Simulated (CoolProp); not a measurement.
Aqueous potassium formate as a coolant, at 11 °C, 1 atm.

Values from CoolProp's Melinder's fits for secondary coolants.

| mass % | freezing point (°C) | density (kg/m³) | viscosity (mPa s) | Prandtl number | cp (kJ/(kg K)) |
|---|---|---|---|---|---|
| 3.1 | -1.3 | 1020 | 1.35 | 9.51 | 4.070 |
| 9.9 | ___ | ___ | 1.46 | 9.84 | 3.810 |
| 16.6 | -9.1 | 1103 | 1.59 | 10.2 | 3.566 |
| 23.4 | -14.5 | 1148 | 1.78 | 11.0 | ___ |
| 30.1 | -21.3 | 1194 | 2.02 | 11.9 | 3.124 |
| 36.9 | -30.1 | 1243 | ___ | ___ | ___ |
| 43.6 | -41.3 | ___ | 2.68 | ___ | 2.777 |

Task: Some entries are withheld; supply them.

Result: 
- 9.9, freezing point (°C): -4.9
- 9.9, density (kg/m³): 1061
- 23.4, cp (kJ/(kg K)): 3.333
- 36.9, viscosity (mPa s): 2.28
- 36.9, Prandtl number: 13.0
- 36.9, cp (kJ/(kg K)): 2.938
- 43.6, density (kg/m³): 1294
- 43.6, Prandtl number: 15.0
